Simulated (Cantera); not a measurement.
# Stirred combustor or abatement burner

A perfectly stirred reactor is fed with CH4 : O2 : N2 = 0.76 : 2.3 : 8.64 (molar parts), equivalence ratio 0.66, at 100000 Pa; it is adiabatic with a 673 K inlet, and is followed from long to short residence time, starting on the burning branch (τ in s: 0.16, 0.059, 0.021, 0.0077, 0.0028, 0.001, 0.00036, 0.00013, 4.7e-05, 1.7e-05, 6.1e-06).

Model: GRI-Mech 3.0 (53 species, 325 reactions), integrated in Cantera.

```tsv
τ (s)	T (K)	x CH4	x O2	x CO	x C2H6	x CH3	x HCN	x C2H2
0.16	2053	2.75e-6	0.0661	0.000703	2.71e-12	9.24e-7	3.03e-8	7.10e-11
0.059	2048	6.32e-6	0.0662	0.000973	1.28e-11	2.08e-6	3.27e-8	2.92e-10
0.021	2038	1.35e-5	0.0664	0.00159	4.77e-11	4.27e-6	3.58e-8	8.49e-10
0.0077	2018	2.66e-5	0.0667	0.00275	1.38e-10	7.81e-6	4.21e-8	1.80e-9
0.0028	1985	5.23e-5	0.0674	0.00473	3.81e-10	1.39e-5	5.61e-8	3.49e-9
0.0010	1933	0.000109	0.0687	0.00788	1.21e-9	2.56e-5	8.44e-8	7.27e-9
0.00036	1861	0.000250	0.0713	0.0126	5.09e-9	5.05e-5	1.37e-7	1.93e-8
0.00013	1765	0.000707	0.0767	0.0204	4.04e-8	0.000119	2.43e-7	8.67e-8
4.7e-5	673	0.0650	0.197	<1e-12	<1e-12	<1e-12	<1e-12	<1e-12
1.7e-5	673	0.0650	0.197	<1e-12	<1e-12	<1e-12	<1e-12	<1e-12
6.1e-6	673	0.0650	0.197	<1e-12	<1e-12	<1e-12	<1e-12	<1e-12
```
x: mole fraction; the columns are a selection and need not sum to one.
